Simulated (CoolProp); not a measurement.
Vapour-liquid equilibrium of isobutene (1) + n-butane (2) at 0.0809 MPa; x and y are mole fractions of (1).

Values from CoolProp's multi-fluid Helmholtz-energy mixture model, Lemmon 2005 and Bücker 2006; pair parameters Bell 2016.

```csv
x,bubble temperature (°C),y at the bubble point,dew temperature at overall composition x (°C),liquid density (mol/L)
0.05,-6.7,0.067,-6.6,10.49
0.2,-8.0,0.249,-7.7,10.61
0.35,-9.1,0.411,-8.7,10.73
0.5,-10.0,0.560,-9.6,10.85
0.65,-10.9,0.700,-10.6,10.98
0.8,-11.6,0.832,-11.5,11.11
0.95,-12.4,0.959,-12.3,11.24
```

No azeotrope shows between x = 0.05 and 0.95.

The pair parameters rest on a limited set of measurements; away from them the model extrapolates.
